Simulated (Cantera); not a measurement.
An isothermal, constant-pressure homogeneous reactor starts with N2O : O2 = 1 : 0.055 (molar parts), at 1498 K and 308 Torr.

Cantera simulation using GRI-Mech 3.0 (53 species, 325 reactions); the numbers are that mechanism's predictions, not measurements. GRI-Mech 3.0 was tuned for natural gas; its chemistry of N2O as a main component is partial and can be far from experiment. The temperature is held fixed by assumption; the heat of reaction is taken as removed at once.

x: mole fraction; the columns are a selection and need not sum to one.

| t (s) | x N2O | x O2 | x N2 | x NO | x O | x NO2 |
|---|---|---|---|---|---|---|
| 1.00e-6 | 0.948 | 0.0521 | 1.12e-5 | 3.83e-7 | 9.84e-6 | <1e-12 |
| 3.32e-6 | 0.948 | 0.0521 | 4.10e-5 | 3.78e-6 | 2.76e-5 | 3.76e-12 |
| 1.10e-5 | 0.948 | 0.0522 | 0.000163 | 3.00e-5 | 5.64e-5 | 2.31e-10 |
| 3.67e-5 | 0.947 | 0.0524 | 0.000630 | 0.000158 | 6.88e-5 | ? |
| 0.000122 | 0.944 | 0.0530 | 0.00221 | 0.000603 | 6.91e-5 | ? |
| 0.000405 | 0.935 | 0.0551 | 0.00742 | 0.00207 | 6.90e-5 | ? |
| 0.00135 | 0.907 | 0.0618 | 0.0243 | 0.00681 | 6.89e-5 | ? |
| 0.00447 | 0.821 | 0.0823 | 0.0756 | 0.0212 | 6.84e-5 | ? |
| 0.0149 | 0.602 | 0.135 | 0.206 | 0.0573 | 6.63e-5 | ? |
| 0.0494 | 0.250 | 0.220 | 0.417 | 0.113 | 5.74e-5 | ? |
| 0.164 | 0.0300 | 0.277 | 0.553 | 0.140 | 2.33e-5 | ? |
| 0.545 | 0.000263 | 0.286 | 0.573 | 0.140 | 3.55e-6 | 0.000555 |
| 1.81 | 6.16e-6 | 0.287 | 0.573 | 0.140 | 3.33e-6 | 0.000562 |
| 6.02 | 6.10e-6 | 0.287 | 0.573 | 0.139 | 3.33e-6 | 0.000559 |
| 20.0 | 5.91e-6 | 0.288 | 0.574 | 0.137 | 3.34e-6 | 0.000551 |

Complete the blanks.


- 3.67e-5, x NO2: 6.33e-9
- 0.000122, x NO2: 8.98e-8
- 0.000405, x NO2: 9.73e-7
- 0.00135, x NO2: 8.24e-6
- 0.00447, x NO2: 4.49e-5
- 0.0149, x NO2: 0.000148
- 0.0494, x NO2: 0.000314
- 0.164, x NO2: 0.000420
